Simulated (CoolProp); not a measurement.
Model: reference Helmholtz-energy equation of state, de Reuck 1990, in CoolProp.

Problem. Give the vapour pressure (MPa), enthalpy of vaporisation (kJ/kg), liquid cp (kJ/(kg K)), surface tension (mN/m) of saturated fluorine at 77, 80.7, 91.9 K.

Solution. 
```
T (K)  p (MPa)  enthalpy of vaporisation (kJ/kg)  liquid cp (kJ/(kg K))  surface tension (mN/m)
-----  -------  --------------------------------  ---------------------  ----------------------
77      0.0363                               181                   1.49                    15.7
80.7    0.0599                               178                   1.50                    14.7
91.9     0.209                               168                   1.54                    11.6
```

Surface tension comes from a separate correlation (Mulero 2012).
